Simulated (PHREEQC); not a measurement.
Make-up at 25 °C: 0.0018 mol/kgw HCl, 0.18 mol/kgw CuSO4 and 0.058 mol/kgw Fe2(SO4)3. Closed to the air; pH follows from the charge balance.

All values are PHREEQC results (ion-association model, phreeqc.dat), not measurements.

```
quantity                   before   after
------------------------  -------  ------
pH                           2.70    1.35
ionic strength (mol/kgw)    0.494   0.434
SO4-2 (mol/kgw)             0.114  0.0820
FeSO4+ (mol/kgw)           0.0715  0.0685
Fe(SO4)2- (mol/kgw)        0.0342  0.0252
HSO4- (mol/kgw)           0.00622   0.105
SI of Goethite (FeOOH)      +5.37   +1.44
SI of Hematite (Fe2O3)     +12.75   +4.89
```

Problem. Name the change that produced these shifts.
A. CuSO4 replaced by NH4HSO4 at the same molality
B. CuSO4 from 0.18 to 0.018 mol/kgw
C. temperature from 25 to 75 °C
D. HCl replaced by CuCl2 at the same molality

Solution. A, CuSO4 replaced by NH4HSO4 at the same molality

Precipitation was switched off in this run. Some of these states are supersaturated (in Hematite (slow to form), Goethite (slow to form), for instance).
